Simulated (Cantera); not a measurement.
A Cantera script and its output.

```python
import numpy as np
import cantera as ct

gas = ct.Solution("h2o2.yaml")
gas.TPX = 400, 1000000, {'H2': 1, 'O2': 0.208, 'N2': 0.729}
flame = ct.FreeFlame(gas, width=0.008)
flame.set_refine_criteria(ratio=3, slope=0.08, curve=0.16)
flame.transport_model = "mixture-averaged"
flame.solve(loglevel=0, auto=True)
z, T = flame.grid, flame.T
thick = (T[-1] - T[0]) / np.gradient(T, z).max()
show = ['H2', 'O2', 'H', 'H2O2', 'HO2', 'O']
print(f"laminar burning velocity  {flame.velocity[0] * 100:.3f} cm/s")
print(f"burnt temperature         {T[-1]:.1f} K")
print(f"thermal thickness         {thick * 1e3:.4f} mm")
print(f"grid points               {len(z)}")
z0 = z[flame.heat_release_rate.argmax()]
print(f"{'z/mm':>9s}{'T/K':>9s}{'u/(m/s)':>9s}" + "".join(f"{s:>11s}" for s in show))
rows = []
for k in (-3, -2, -1.5, -1, -0.5, -0.25, 0, 0.25, 0.5, 1, 2, 4, 8):
    zz = z0 + k * thick
    rows.append([k * thick, np.interp(zz, z, T), np.interp(zz, z, flame.velocity),
                 *(np.interp(zz, z, flame.X[gas.species_index(s)]) for s in show)])
    print(f"{rows[-1][0] * 1e3:9.3f}{rows[-1][1]:9.1f}{rows[-1][2]:9.3f}" + "".join(f"{x:11.3e}" for x in rows[-1][3:]))
```

Output:

```
laminar burning velocity  363.092 cm/s
burnt temperature         2073.8 K
thermal thickness         0.0238 mm
grid points               116
     z/mm      T/K  u/(m/s)         H2         O2          H       H2O2        HO2          O
   -0.071    400.0    3.631  5.162e-01  1.074e-01  3.364e-14  4.019e-10  3.061e-09  1.036e-10
   -0.048    400.3    3.632  5.161e-01  1.074e-01  3.426e-13  4.982e-09  3.736e-08  1.035e-09
   -0.036    401.6    3.641  5.156e-01  1.075e-01  3.974e-12  6.935e-08  5.124e-07  9.246e-09
   -0.024    411.8    3.714  5.125e-01  1.082e-01  2.094e-10  1.289e-06  9.546e-06  1.076e-07
   -0.012    566.3    4.918  4.875e-01  1.098e-01  2.444e-05  7.315e-05  7.627e-04  8.079e-06
   -0.006    916.8    7.695  4.487e-01  9.718e-02  1.763e-03  1.526e-04  1.232e-03  1.289e-04
    0.000   1306.3   10.767  4.010e-01  6.929e-02  9.366e-03  6.707e-05  5.854e-04  5.461e-04
    0.006   1573.6   12.909  3.598e-01  3.845e-02  1.922e-02  1.015e-05  2.805e-04  7.806e-04
    0.012   1723.4   14.124  3.351e-01  1.792e-02  2.516e-02  3.426e-06  1.240e-04  5.705e-04
    0.024   1849.6   15.125  3.202e-01  3.491e-03  2.603e-02  1.130e-06  2.278e-05  1.941e-04
    0.048   1931.8   15.731  3.209e-01  2.647e-04  1.971e-02  2.740e-07  1.668e-06  6.401e-05
    0.095   1991.3   16.152  3.255e-01  1.437e-05  1.234e-02  9.244e-08  1.304e-07  2.491e-05
    0.190   2030.5   16.423  3.290e-01  3.166e-06  6.965e-03  3.429e-08  3.519e-08  8.273e-06
```

Cantera simulation using the H2/O2 subset of GRI-Mech 3.0, which has no nitrogen chemistry; the numbers are that mechanism's predictions, not measurements. The hydrogen kinetics of GRI-Mech 3.0 are dated; newer H2 mechanisms differ, most at raised pressure. Burning velocities carry a grid error of a few per cent, more on coarse grids.
